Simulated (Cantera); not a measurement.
A perfectly stirred reactor is fed with CH₄ : C₂H₆ : O₂ : N₂ = 1 : 0.074 : 5.02 : 18.9 (molar parts), at 1.48 atm; it is adiabatic with a 423 K inlet, and is followed from long to short residence time, starting on the burning branch (τ in s: 0.21, 0.087, 0.035, 0.014, 0.0059, 0.0024, 0.00097, 0.0004, 0.00016, 6.5e-05, 2.7e-05, 1.1e-05).

Computed with Cantera and GRI-Mech 3.0 (53 species, 325 reactions).

x: mole fraction; the columns are a selection and need not sum to one.

```csv
τ (s),T (K),x CH₄,x C₂H₆,x O₂,x C₂H₂,x O
0.21,1481,1.56e-5,3.07e-7,0.110,2.23e-7,2.40e-5
0.087,1479,2.79e-5,5.57e-7,0.110,2.89e-7,4.21e-5
0.035,1475,5.13e-5,1.03e-6,0.111,3.59e-7,7.43e-5
0.014,1467,[?],[?],0.111,[?],[?]
0.0059,1454,0.000183,3.61e-6,0.112,4.70e-7,0.000205
0.0024,1422,[?],[?],0.114,[?],[?]
0.00097,423,0.0400,0.00296,0.201,<1e-12,<1e-12
0.00040,423,0.0400,0.00296,0.201,<1e-12,<1e-12
0.00016,423,0.0400,0.00296,0.201,<1e-12,<1e-12
6.5e-5,423,0.0400,0.00296,0.201,<1e-12,<1e-12
2.7e-5,423,0.0400,0.00296,0.201,<1e-12,<1e-12
1.1e-5,423,0.0400,0.00296,0.201,<1e-12,<1e-12
```

### Question
Fill in the missing entries.

### Answer

- 0.014, x CH₄: 9.67e-5
- 0.014, x C₂H₆: 1.92e-6
- 0.014, x C₂H₂: 4.22e-7
- 0.014, x O: 0.000129
- 0.0024, x CH₄: 0.000415
- 0.0024, x C₂H₆: 8.08e-6
- 0.0024, x C₂H₂: 5.46e-7
- 0.0024, x O: 0.000284
